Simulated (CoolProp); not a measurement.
Properties of nitrous oxide along the isobar 2360 kPa.

The numbers come from the reference Helmholtz-energy equation of state, Lemmon 2006 in CoolProp. It is a short technical equation, of lower accuracy than the large ones.

```
T (K)  phase  density (kg/m³)  cp (kJ/(kg K))  isothermal compressibility (1/MPa)  expansivity (1/kK)
-----  -----  ---------------  --------------  ----------------------------------  ------------------
271.1    gas            57.98           1.300                              0.5622                 ___
280      gas            54.37           1.204                                 ___               6.730
288.9    gas            51.38           1.145                              0.5161               5.985
297.9    gas            48.82           1.107                              0.5021               5.425
306.8    gas            46.61           1.082                              0.4913               4.993
315.8    gas            44.63           1.064                              0.4827               4.640
324.7    gas            42.89           1.052                              0.4757               4.349
333.7    gas            41.29             ___                                 ___               4.099
342.6    gas            39.85           1.039                              0.4649               3.885
351.6    gas            38.51             ___                              0.4606               3.696
360.5    gas            37.29           1.033                              0.4570               3.531
369.5    gas            36.15           1.033                              0.4538               3.381
```

### Question
Some entries are withheld; supply them.

### Answer

- 271.1, expansivity (1/kK): 7.810
- 280, isothermal compressibility (1/MPa): 0.5349
- 333.7, cp (kJ/(kg K)): 1.044
- 333.7, isothermal compressibility (1/MPa): 0.4698
- 351.6, cp (kJ/(kg K)): 1.035
